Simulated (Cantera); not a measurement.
A freely propagating, adiabatic, planar premixed flame of CO : H2 : O2 : N2 = 1 : 0.4 : 0.5 : 1.7 (molar parts), equivalence ratio 1.4, unburnt at 425 K and 400000 Pa; mixture-averaged transport, grid criteria slope 0.08 and curve 0.16, no radiation.

Model: GRI-Mech 3.0 (53 species, 325 reactions), integrated in Cantera. The hydrogen kinetics of GRI-Mech 3.0 are dated; newer H2 mechanisms differ, most at raised pressure. Burning velocities carry a grid error of a few per cent, more on coarse grids.

Question: Predict: laminar burning velocity; thermal thickness; peak x(H); peak x(HO2).

Answer: 
```
Quantity                      Value
------------------------  ---------
laminar burning velocity   187 cm/s
thermal thickness         0.0911 mm
peak x(H)                    0.0173
peak x(HO2)                0.000753
```
